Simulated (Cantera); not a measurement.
An isothermal, constant-pressure homogeneous reactor starts with CH4 : N2 = 1 : 5.5 (molar parts), at 1973 K and 188 Torr. Integrator tolerance rtol = 1e-08.

Model: GRI-Mech 3.0 (53 species, 325 reactions), integrated in Cantera. GRI-Mech 3.0 stops at C3 and has no aromatics, soot or wall deposition, so with more carbon than oxygen in the feed, carbon stays in small species such as C2H2 where larger ones or solid carbon would form.

| quantity | before | after |
|---|---|---|
| x(CH4) at 100 s | 9.74e-5 (gas-phase equilibrium 6.11e-5) | 1.87e-5 (gas-phase equilibrium 1.02e-5) |
| x(H2) at 100 s | 0.199 (gas-phase equilibrium 0.199) | 0.0933 (gas-phase equilibrium 0.0933) |
| x(C2H) at 100 s | 6.66e-6 (gas-phase equilibrium 2.43e-6) | 4.54e-6 (gas-phase equilibrium 9.62e-7) |
| x(C2H4) at 100 s | 2.50e-5 (gas-phase equilibrium 9.12e-6) | 5.46e-6 (gas-phase equilibrium 1.16e-6) |
| x(C2H6) at 100 s | 6.69e-10 (gas-phase equilibrium 2.58e-10) | 5.72e-11 (gas-phase equilibrium 1.53e-11) |
| x(CH3) at 100 s | 1.17e-5 (gas-phase equilibrium 7.35e-6) | 3.30e-6 (gas-phase equilibrium 1.79e-6) |
| x(C2H2) at 100 s | 0.0643 (gas-phase equilibrium 0.0235) | 0.0300 (gas-phase equilibrium 0.00635) |

Q: Which change was made?
A. temperature 1973 to 1450 K
B. N2 5.5 to 26 parts
C. pressure from 188 Torr to 82.5 Torr
D. N2 5.5 to 14 parts

A: D, N2 5.5 to 14 parts
